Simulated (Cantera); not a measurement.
Feed: 1 mol C₂H₅OH, 12 mol H₂, held at 2500 K and 0.100 bar.

Equilibrium computed with Cantera from the NASA thermochemical tables; the gas is ideal and each condensed phase is pure. Rates play no part.

```tsv
species	before	after
H₂	0.857	0.862
H	0.0736	0.0738
CO	0.0602	0.0642
C₂H₂ (acetylene)	0.00927	3.33e-6
C₄H₂	4.14e-5	<1e-9
C₂H	5.72e-5	2.05e-8
CH₃	1.70e-5	3.24e-7
CH₄	1.10e-5	2.11e-7
C(graphite), mol	0.686	0
```
Gas species are given as mole fractions.

**Question.** Which change was made?
A) temperature from 2500 K to 2700 K
B) C₂H₅OH replaced by CH₃OH
C) temperature from 2500 K to 2350 K
D) temperature from 2500 K to 3023 K

**Answer.** B, C₂H₅OH replaced by CH₃OH
